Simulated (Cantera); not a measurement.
An adiabatic, constant-pressure homogeneous reactor starts with C₃H₈ : O₂ : N₂ = 1 : 4.17 : 15.7 (molar parts), at 1300 K and 101000 Pa. Integrator tolerance rtol = 1e-08.

Detailed kinetics in Cantera: GRI-Mech 3.0 (53 species, 325 reactions). GRI-Mech 3.0 was tuned for natural gas; its chemistry of propane as a main component is partial and can be far from experiment.

Task: What does this change do: initial temperature 1300 to 1075 K?

Result: 
| quantity | before | after |
|---|---|---|
| time of steepest temperature rise | 1.00 ms | 0.100 s |
| temperature at 0.800 s | 2712 K | 2621 K |
| equilibrium temperature | 2712 K | 2621 K |
| x(C₃H₈) at 0.800 s | <1e-12 (gas-phase equilibrium <1e-12) | <1e-12 (gas-phase equilibrium <1e-12) |
| x(O₂) at 0.800 s | 0.00703 (gas-phase equilibrium 0.00703) | 0.00444 (gas-phase equilibrium 0.00444) |
| x(C₂H₆) at 0.800 s | <1e-12 (gas-phase equilibrium <1e-12) | <1e-12 (gas-phase equilibrium <1e-12) |
| x(O) at 0.800 s | 0.00318 (gas-phase equilibrium 0.00318) | 0.00170 (gas-phase equilibrium 0.00170) |
| x(NO) at 0.800 s | 0.00550 (gas-phase equilibrium 0.00550) | 0.00381 (gas-phase equilibrium 0.00381) |
| x(NO₂) at 0.800 s | 7.33e-7 (gas-phase equilibrium 7.33e-7) | 4.39e-7 (gas-phase equilibrium 4.39e-7) |

Task: What does this change do: pressure from 101000 Pa to 390000 Pa?

Result: 
| quantity | before | after |
|---|---|---|
| time of steepest temperature rise | 1.00 ms | 0.516 ms |
| temperature at 0.800 s | 2712 K | 2797 K |
| equilibrium temperature | 2712 K | 2797 K |
| x(C₃H₈) at 0.800 s | <1e-12 (gas-phase equilibrium <1e-12) | <1e-12 (gas-phase equilibrium <1e-12) |
| x(O₂) at 0.800 s | 0.00703 (gas-phase equilibrium 0.00703) | 0.00477 (gas-phase equilibrium 0.00477) |
| x(C₂H₆) at 0.800 s | <1e-12 (gas-phase equilibrium <1e-12) | <1e-12 (gas-phase equilibrium <1e-12) |
| x(O) at 0.800 s | 0.00318 (gas-phase equilibrium 0.00318) | 0.00189 (gas-phase equilibrium 0.00189) |
| x(NO) at 0.800 s | 0.00550 (gas-phase equilibrium 0.00550) | 0.00513 (gas-phase equilibrium 0.00513) |
| x(NO₂) at 0.800 s | 7.33e-7 (gas-phase equilibrium 7.33e-7) | 1.03e-6 (gas-phase equilibrium 1.03e-6) |
